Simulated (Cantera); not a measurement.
Charge: 1 mol SiH4, 1.2 mol CH4, a varied amount of H2, equilibrated at 1575 K and 225 Torr.

These are equilibrium values from Cantera (NASA tables, ideal gas, pure condensed phases), not measurements of a reactor. Candidate condensed phases: C, C6H6, C7H8, C8H18, Si, SiC; 87 gas species. Rates play no part.

### Question
At 530 mol H2, list the 3 most abundant gas species with their mole fractions, and the condensed phases.

### Answer
H2 1.000, CH4 0.000355, H 7.59e-5. Condensed: SiC(s).
